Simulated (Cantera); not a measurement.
## Thermodynamics of silicon epitaxy and polysilicon growth, feed Si2H6 + HCl + N2

A closed system holds: 1 mol Si2H6, 0.034 mol HCl, 7.2 mol N2, held at 1275 K and 0.00570 bar.

Method: chemical equilibrium by Gibbs-energy minimisation in Cantera with the NASA 1993 tables (ideal gas, pure condensed phases). Candidate condensed phases: NH4Cl, Si, Si3N4; 28 gas species. The feed counts by its element totals alone. N2 is the only nitrogen source here; it is nearly inert below about 1500 K, so the nitride shown seldom forms there in practice. Kinetics and transport are ignored.

The x(N2) comes out as 0.659, the x(H2) is 0.337 and the x(HCl) is 0.00382. The x(H) is 5.67e-6 and the n(Si3N4(s)) is 0.667 mol. The gas amount is 8.901 mol and the log10 activity of Si(s) (absent) is -2.78.
